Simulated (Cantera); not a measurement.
Aluminium and copper etching: Cu + HF + N2

A closed system holds: 1 mol Cu, 19 mol HF, 47 mol N2, at 50.0 Pa.

These are equilibrium values from Cantera (NASA tables, ideal gas, pure condensed phases), not measurements of a reactor. Candidate condensed phases: Cu, CuF2; 25 gas species. Rates play no part.

```csv
T (K),x N2,x HF,x Cu,x CuF,x H2,n Cu(s),n Cu(l)
923,0.712,0.288,1.10e-9,8.08e-7,4.04e-7,1.000,0
1023,0.712,0.288,7.69e-8,7.14e-6,3.57e-6,1.000,0
1123,0.712,0.288,2.51e-6,4.26e-5,2.13e-5,0.997,0
1223,0.712,0.288,4.59e-5,0.000189,9.43e-5,0.985,0
1323,0.712,0.287,0.000537,0.000665,0.000332,0.921,0
1423,0.708,0.285,0.00418,0.00188,0.000934,0,0.598
1523,0.702,0.281,0.0121,0.00286,0.00141,0,0
```
x: gas mole fraction; n: condensed amount in mol.

From 923 K to 1323 K the condensed part is Cu(s). At 1423 K the condensed part is Cu(l). At 1523 K nothing is condensed. The main Cu-bearing gas is CuF at 923 K and Cu at 1523 K.
